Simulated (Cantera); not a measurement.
A perfectly stirred reactor is fed with CH4 : CO2 : H2 : H2O = 1 : 4.3 : 0.077 : 0.14 (molar parts), at 0.390 bar; it is held at 2173 K, and followed from long to short residence time.

Computed with Cantera and GRI-Mech 3.0 (53 species, 325 reactions).

Q: Predict: x(CH4) at τ = 0.990 s; x(CO2) at τ = 0.990 s; x(H2) at τ = 0.990 s; x(CH2) at τ = 0.990 s; x(CH4) at τ = 37.0 ms; x(CO2) at τ = 37.0 ms; x(H2) at τ = 37.0 ms; x(CH2) at τ = 37.0 ms; x(C2H6) at τ = 37.0 ms.

A: 
| Quantity | Result |
|---|---|
| x(CH4) at τ = 0.990 s | 2.23e-5 |
| x(CO2) at τ = 0.990 s | 0.242 |
| x(H2) at τ = 0.990 s | 0.0791 |
| x(CH2) at τ = 0.990 s | 1.28e-7 |
| x(CH4) at τ = 37.0 ms | 0.00134 |
| x(CO2) at τ = 37.0 ms | 0.248 |
| x(H2) at τ = 37.0 ms | 0.0786 |
| x(CH2) at τ = 37.0 ms | 3.64e-6 |
| x(C2H6) at τ = 37.0 ms | 7.58e-8 |
